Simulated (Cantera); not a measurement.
Input (Python, Cantera):

```python
import numpy as np
import cantera as ct

surf = ct.Interface("diamond.yaml", "diamond_100")
gas, bulk = surf.adjacent["gas"], surf.adjacent["diamond"]
k = surf.kinetics_species_index(bulk.species_names[0])
cover = ["c6HH", "c6H*", "c6*H", "c6**", "c6HM", "c6B"]

rows, drift = [], 0.0
print(f"{'T':>10s}{'um/h':>11s}" + "".join(f"{s:>11s}" for s in cover))
for v in [900, 975, 1050, 1125, 1200, 1275, 1350]:
    T, P, xH, xCH3 = v, 6700, 0.0002, 0.0005
    gas.TPX = T, P, {"H": xH, "CH3": xCH3, "CH4": 0.01, "H2": 1 - xH - xCH3 - 0.01}
    surf.TP = bulk.TP = T, P
    surf.coverages = "c6H*:0.1, c6HH:0.9"
    surf.advance_coverages(100.0)
    before = surf.coverages
    surf.advance_coverages(100.0)
    drift = max(drift, np.max(np.abs(surf.coverages - before) / (surf.coverages + 1e-9)))
    rate = surf.net_production_rates[k] * bulk.mean_molecular_weight / bulk.density * 3.6e9
    rows.append([rate, *surf[cover].coverages])
    print(f"{v:10.4g}{rate:11.4e}" + "".join(f"{x:11.3e}" for x in rows[-1][1:]))
```

Result:

```
         T       um/h       c6HH       c6H*       c6*H       c6**       c6HM        c6B
       900 2.7069e+00  2.272e-01  3.231e-03  9.046e-02  7.661e-04  5.457e-01  7.345e-09
       975 4.2060e+00  2.955e-01  7.026e-03  1.546e-01  1.838e-03  4.050e-01  1.141e-08
      1050 3.7455e+00  4.316e-01  1.559e-02  2.792e-01  4.249e-03  1.850e-01  1.016e-08
      1125 1.8304e+00  5.177e-01  2.524e-02  3.779e-01  6.773e-03  4.241e-02  4.967e-09
      1200 1.0263e+00  5.371e-01  3.150e-02  4.032e-01  7.970e-03  7.637e-03  2.785e-09
      1275 7.4130e-01  5.522e-01  3.547e-02  3.954e-01  8.340e-03  1.416e-03  2.012e-09
      1350 3.6988e-01  5.772e-01  3.788e-02  3.736e-01  8.225e-03  2.852e-04  1.004e-09
```

Model: the Harris–Goodwin 1993 mechanism for the reconstructed diamond (100) surface, integrated in Cantera.
